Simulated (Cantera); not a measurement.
# Thermal oxidation and active oxidation of silicon: Si + N₂O + N₂

Input: 1 mol Si, 0.46 mol N₂O, 12 mol N₂, at 34.0 Pa.

These are equilibrium values from Cantera (NASA tables, ideal gas, pure condensed phases), not measurements of a reactor. Candidate condensed phases: Si, SiO₂, Si₂N₂O, Si₃N₄; 16 gas species. Mutual solubility and eutectic melting of coexisting phases are not modelled. The tables' values for SiN are old estimates; treat these amounts as uncertain. Kinetics and transport are ignored.

From 1000 °C to 1300 °C the condensed part is Si₂N₂O(s) + Si₃N₄(s). At 1400 °C the condensed part is Si(s). From 1500 °C to 1600 °C the condensed part is Si(l). From 1700 °C to 2000 °C nothing is condensed. The main Si-bearing gas is SiO at 1000 °C and Si at 2000 °C.

| T (°C) | log p N₂ | log p Si | log p SiO | log p Si₂N | log p SiN | log p Si₂ | log p Si₃ | n Si₂N₂O(s) | n Si₃N₄(s) | n Si(s) | n Si(l) |
|---|---|---|---|---|---|---|---|---|---|---|---|
| 1000 | -3.47 | -12.84 | -9.95 | <-15 | -13.97 | <-15 | <-15 | 0.460 | 0.0267 | 0 | 0 |
| 1100 | -3.47 | -10.77 | -8.21 | -13.40 | -12.14 | -15.46 | <-15 | 0.460 | 0.0267 | 0 | 0 |
| 1200 | -3.47 | -8.99 | -6.72 | -11.13 | -10.56 | -12.69 | -14.19 | 0.453 | 0.0289 | 0 | 0 |
| 1300 | -3.47 | -7.43 | -5.41 | -9.15 | -9.19 | -10.28 | -11.13 | 0.323 | 0.0720 | 0 | 0 |
| 1400 | -3.48 | -6.38 | -4.92 | -8.04 | -8.30 | -8.79 | -9.40 | 0 | 0 | 0.523 | 0 |
| 1500 | -3.49 | -5.67 | -4.92 | -7.51 | -7.73 | -7.93 | -8.54 | 0 | 0 | 0 | 0.454 |
| 1600 | -3.50 | -5.05 | -4.93 | -7.07 | -7.25 | -7.18 | -7.82 | 0 | 0 | 0 | 0.180 |
| 1700 | -3.50 | -4.87 | -4.93 | -7.42 | -7.18 | -7.26 | -8.29 | 0 | 0 | 0 | 0 |
| 1800 | -3.50 | -4.87 | -4.93 | -8.06 | -7.28 | -7.65 | -9.20 | 0 | 0 | 0 | 0 |
| 1900 | -3.50 | -4.87 | -4.93 | -8.63 | -7.37 | -8.00 | -10.03 | 0 | 0 | 0 | 0 |
| 2000 | -3.50 | -4.87 | -4.93 | -9.16 | -7.45 | -8.33 | -10.79 | 0 | 0 | 0 | 0 |
log p: log10 of the partial pressure in bar; n: condensed amount in mol.
